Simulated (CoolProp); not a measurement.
The fluid at 298.15 K and 0.0102 MPa expands adiabatically to 0.00116 MPa with isentropic efficiency 0.8. The same conditions are run with several fluids, on thermodynamics alone (safety and materials aside).

The numbers come from the reference Helmholtz-energy equation of state of each fluid (tetrahydrofuran: Fiedler 2023; R404A: Lemmon 2003; R141b: Lemmon 2006; cyclopentane: Gedanitz 2015; R245fa: Akasaka 2015) in CoolProp. Blends and air are pseudo-pure fits.

### Question
Rank tetrahydrofuran, R404A, R141b, cyclopentane, R245fa by work (kJ/kg), highest first.

### Answer
cyclopentane (54.6), tetrahydrofuran (53.0), R404A (39.5), R141b (33.1), R245fa (29.6)

```
fluid            final temperature (K)                       final phase  final density (kg/m³)
---------------  ---------------------  --------------------------------  ---------------------
tetrahydrofuran                  245.3  two-phase, vapour fraction 0.994                 0.0413
R404A                            249.6                               gas                 0.0546
R141b                            251.7                               gas                 0.0649
cyclopentane                     246.7                               gas                 0.0397
R245fa                           262.0                               gas                 0.0714
```
